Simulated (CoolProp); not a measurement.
Properties of carbon dioxide along the isotherm 225.2 K.

Computed with CoolProp (reference Helmholtz-energy equation of state, Span 1996).

| p (MPa) | phase | speed of sound (m/s) | Joule-Thomson coefficient (K/MPa) | Prandtl number | fugacity coefficient |
|---|---|---|---|---|---|
| 4.1 | liquid | 934.5 | -0.1262 | 2.61 | 0.1756 |
| 8.2 | liquid | 958.5 | -0.1433 | 2.61 | 0.09541 |
| 12.3 | liquid | 981.4 | -0.1580 | 2.61 | … |
| 16.4 | liquid | 1003 | -0.1709 | 2.62 | … |
| 20.5 | liquid | 1024 | -0.1824 | 2.63 | 0.04880 |
| 24.6 | liquid | 1044 | -0.1925 | 2.64 | 0.04409 |
| 28.7 | liquid | 1064 | -0.2016 | 2.65 | 0.04095 |
| 32.8 | liquid | 1082 | -0.2098 | 2.66 | … |
| 36.9 | liquid | 1100 | -0.2172 | 2.67 | 0.03736 |

Task: Fill in the missing entries.

Result: 
- 12.3, fugacity coefficient: 0.06908
- 16.4, fugacity coefficient: 0.05623
- 32.8, fugacity coefficient: 0.03881

Viscosity comes from a separate model (Laesecke 2017). Thermal conductivity comes from a separate model (Huber 2016).
